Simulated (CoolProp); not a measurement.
Vapour-liquid equilibrium of R125 (1) + R1234yf (2) at 11.5 bar; x and y are mole fractions of (1).

The numbers come from the multi-fluid Helmholtz-energy mixture model, Lemmon 2005 and Lemmon 2022; pair parameters Bell 2023 in CoolProp.

```json
[
 {"x": "0.05", "bubble temperature (°C)": "43.1", "y at the bubble point": "0.078", "dew temperature at overall composition x (°C)": "43.8", "liquid density (mol/L)": "8.951"},
 {"x": "0.125", "bubble temperature (°C)": "40.6", "y at the bubble point": "0.188", "dew temperature at overall composition x (°C)": "42.1", "liquid density (mol/L)": "9.054"},
 {"x": "0.2", "bubble temperature (°C)": "…", "y at the bubble point": "0.289", "dew temperature at overall composition x (°C)": "40.3", "liquid density (mol/L)": "9.154"},
 {"x": "0.275", "bubble temperature (°C)": "…", "y at the bubble point": "0.382", "dew temperature at overall composition x (°C)": "38.6", "liquid density (mol/L)": "9.253"},
 {"x": "0.35", "bubble temperature (°C)": "33.8", "y at the bubble point": "0.468", "dew temperature at overall composition x (°C)": "36.8", "liquid density (mol/L)": "9.351"},
 {"x": "0.425", "bubble temperature (°C)": "31.7", "y at the bubble point": "0.548", "dew temperature at overall composition x (°C)": "34.9", "liquid density (mol/L)": "9.448"},
 {"x": "0.5", "bubble temperature (°C)": "29.7", "y at the bubble point": "0.622", "dew temperature at overall composition x (°C)": "33.0", "liquid density (mol/L)": "9.546"},
 {"x": "0.575", "bubble temperature (°C)": "27.8", "y at the bubble point": "0.690", "dew temperature at overall composition x (°C)": "31.0", "liquid density (mol/L)": "9.644"},
 {"x": "0.65", "bubble temperature (°C)": "26.0", "y at the bubble point": "0.754", "dew temperature at overall composition x (°C)": "28.9", "liquid density (mol/L)": "9.743"},
 {"x": "0.725", "bubble temperature (°C)": "24.2", "y at the bubble point": "0.814", "dew temperature at overall composition x (°C)": "26.8", "liquid density (mol/L)": "9.843"},
 {"x": "0.8", "bubble temperature (°C)": "22.5", "y at the bubble point": "0.869", "dew temperature at overall composition x (°C)": "24.6", "liquid density (mol/L)": "9.945"},
 {"x": "0.875", "bubble temperature (°C)": "20.9", "y at the bubble point": "0.921", "dew temperature at overall composition x (°C)": "…", "liquid density (mol/L)": "10.05"},
 {"x": "0.95", "bubble temperature (°C)": "19.3", "y at the bubble point": "0.969", "dew temperature at overall composition x (°C)": "20.0", "liquid density (mol/L)": "10.16"}
]
```

Task: Fill in the missing entries.

Result: 
- 0.2, bubble temperature (°C): 38.2
- 0.275, bubble temperature (°C): 36.0
- 0.875, dew temperature at overall composition x (°C): 22.3

No azeotrope shows between x = 0.05 and 0.95.

Pair parameters are fitted to limited data, so mixtures are less certain than the pure fluids.
